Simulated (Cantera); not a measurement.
A closed system holds: 1 mol TiO2, 5.4 mol Cl2, 0.19 mol H2, held at 0.0310 bar.

Method: chemical equilibrium by Gibbs-energy minimisation in Cantera with the NASA 1993 tables (ideal gas, pure condensed phases). Candidate condensed phases: H2O, Ti, TiCl2, TiCl3, TiCl4, TiO, TiO2, Ti2O3, Ti3O5, Ti4O7; 23 gas species. Rates play no part. All values below are at 1748 K.

Base state: Cl 0.683, Cl2 0.240, HCl 0.0447, O2 0.0160, TiCl4 0.0159, TiOCl2 0.000295, ClO 0.000285, TiCl3 0.000175 (mole fractions); condensed: TiO2(rutile).

Task: What changes in the equilibrium state with this change: H2 from 0.19 to 4.9 mol?

Result: 
```tsv
species	before	after
HCl	0.0447	0.905
Cl	0.683	0.0857
Cl2	0.240	0.00378
O2	0.0160	3.74e-5
TiCl4	0.0159	0.00169
H2	4.30e-9	0.000112
H2O	2.93e-6	0.00368
ClO	0.000285	1.73e-6
H	8.51e-8	1.37e-5
TiO2(rutile), mol	0.861	0.979
```
